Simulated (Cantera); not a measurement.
**Hydrocarbon pyrolysis for carbon deposition**

An isothermal, constant-pressure homogeneous reactor starts with 34.5 % C2H6, 65.5 % N2, at 1173 K and 1.48 atm.

Model: GRI-Mech 3.0 (53 species, 325 reactions), integrated in Cantera. GRI-Mech 3.0 stops at C3 and has no aromatics, soot or wall deposition, so with more carbon than oxygen in the feed, carbon stays in small species such as C2H2 where larger ones or solid carbon would form.

```json
[
 {"t (s)": "1.00e-5", "x C2H6": "0.345", "x C2H4": "4.60e-7", "x CH4": "1.23e-6", "x C2H": "<1e-12", "x H": "7.83e-9", "x H2": "4.56e-7", "x CH3": "2.69e-6"},
 {"t (s)": "3.15e-5", "x C2H6": "0.345", "x C2H4": "1.01e-5", "x CH4": "7.85e-6", "x C2H": "<1e-12", "x H": "4.95e-8", "x H2": "1.00e-5", "x CH3": "4.45e-6"},
 {"t (s)": "9.92e-5", "x C2H6": "0.345", "x C2H4": "0.000151", "x CH4": "3.45e-5", "x C2H": "<1e-12", "x H": "2.02e-7", "x H2": "0.000150", "x CH3": "5.19e-6"},
 {"t (s)": "0.000312", "x C2H6": "0.343", "x C2H4": "0.00153", "x CH4": "0.000153", "x C2H": "<1e-12", "x H": "5.41e-7", "x H2": "0.00151", "x CH3": "8.76e-6"},
 {"t (s)": "0.000984", "x C2H6": "0.332", "x C2H4": "0.00909", "x CH4": "0.000769", "x C2H": "<1e-12", "x H": "7.42e-7", "x H2": "0.00884", "x CH3": "1.20e-5"},
 {"t (s)": "0.00310", "x C2H6": "0.299", "x C2H4": "0.0326", "x CH4": "0.00281", "x C2H": "<1e-12", "x H": "7.87e-7", "x H2": "0.0318", "x CH3": "1.13e-5"},
 {"t (s)": "0.00976", "x C2H6": "0.216", "x C2H4": "0.0907", "x CH4": "0.00856", "x C2H": "1.31e-12", "x H": "8.86e-7", "x H2": "0.0887", "x CH3": "9.27e-6"},
 {"t (s)": "0.0307", "x C2H6": "0.0883", "x C2H4": "0.178", "x CH4": "0.0207", "x C2H": "2.92e-12", "x H": "9.71e-7", "x H2": "0.175", "x CH3": "5.73e-6"},
 {"t (s)": "0.0968", "x C2H6": "0.0218", "x C2H4": "0.214", "x CH4": "0.0342", "x C2H": "4.77e-12", "x H": "7.16e-7", "x H2": "0.218", "x CH3": "3.00e-6"},
 {"t (s)": "0.305", "x C2H6": "0.0136", "x C2H4": "0.202", "x CH4": "0.0501", "x C2H": "7.35e-12", "x H": "5.62e-7", "x H2": "0.218", "x CH3": "2.92e-6"},
 {"t (s)": "0.960", "x C2H6": "0.0111", "x C2H4": "0.180", "x CH4": "0.0810", "x C2H": "8.97e-12", "x H": "4.32e-7", "x H2": "0.200", "x CH3": "3.61e-6"},
 {"t (s)": "3.02", "x C2H6": "0.00804", "x C2H4": "0.159", "x CH4": "0.128", "x C2H": "7.92e-12", "x H": "2.73e-7", "x H2": "0.164", "x CH3": "4.17e-6"},
 {"t (s)": "9.53", "x C2H6": "0.00521", "x C2H4": "0.136", "x CH4": "0.180", "x C2H": "6.48e-12", "x H": "1.49e-7", "x H2": "0.124", "x CH3": "4.14e-6"},
 {"t (s)": "30.0", "x C2H6": "0.00316", "x C2H4": "0.114", "x CH4": "0.226", "x C2H": "5.28e-12", "x H": "7.66e-8", "x H2": "0.0902", "x CH3": "3.64e-6"}
]
```
x: mole fraction; the columns are a selection and need not sum to one.

Equilibrium at this temperature and pressure: C2H6 0.00104, C2H4 0.0625, CH4 0.291, C2H 2.50e-12, H 2.22e-8, H2 0.0527, CH3 2.32e-6 (gas phase only).
